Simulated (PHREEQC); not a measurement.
Solution (25 °C): 1.8 mmol/kgw LiOH and 1.6 mmol/kgw H4SiO4. Closed to the air; pH follows from the charge balance.

The numbers come from PHREEQC with the ion-association model, wateq4f.dat.

No solid was allowed to form.

**Question.** Order these Si species by the share of Si that they hold, largest first: H4SiO4, H2SiO4-2, H3SiO4-.

**Answer.** H3SiO4- (86 %), H4SiO4 (14 %), H2SiO4-2 (0.27 %)

The pH is 10.60 and the ionic strength 0.00180 mol/kgw. The solution is supersaturated, for example in Quartz (slow to form), so a real one may precipitate; this is no full list.
